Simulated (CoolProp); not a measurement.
Vapour-liquid equilibrium of benzene (1) + ethanol (2) at 64.15 °C; x and y are mole fractions of (1).

The numbers come from the multi-fluid Helmholtz-energy mixture model, Thol 2012 and Schroeder 2014; pair parameters Bell 2016 in CoolProp.

| x | bubble pressure, mixture model (kPa) | bubble pressure, Raoult's law (kPa) | y, mixture model | y, Raoult's law |
|---|---|---|---|---|
| 0.05 | 63.24 | 56.33 | (withheld) | 0.054 |
| 0.125 | 72.48 | 56.65 | 0.312 | 0.133 |
| 0.2 | (withheld) | 56.97 | 0.412 | 0.212 |
| 0.275 | 83.78 | 57.29 | 0.475 | 0.290 |
| 0.35 | (withheld) | 57.61 | 0.513 | 0.367 |
| 0.425 | 87.48 | 57.93 | 0.537 | 0.443 |
| 0.5 | (withheld) | 58.25 | 0.551 | 0.518 |
| 0.575 | 88.01 | 58.57 | 0.562 | 0.593 |
| 0.65 | 87.82 | 58.89 | 0.572 | 0.666 |
| 0.725 | 87.15 | 59.21 | (withheld) | 0.739 |
| 0.8 | 85.30 | 59.53 | 0.619 | 0.811 |
| 0.875 | 80.90 | 59.85 | 0.680 | 0.883 |
| 0.95 | 71.47 | 60.17 | 0.811 | 0.953 |

Q: Complete the blanks.

A: 
- 0.05, y, mixture model: 0.154
- 0.2, bubble pressure, mixture model (kPa): 79.34
- 0.35, bubble pressure, mixture model (kPa): 86.29
- 0.5, bubble pressure, mixture model (kPa): 87.93
- 0.725, y, mixture model: 0.589

The largest gap from Raoult's law is +51.0 % in bubble pressure, at x = 0.425. y crosses x between x = 0.5 and 0.575: the model has an azeotrope there.

The pair parameters rest on a limited set of measurements; away from them the model extrapolates. With so large a gap from Raoult's law the liquid may split in two, which this calculation doesn't test in full.
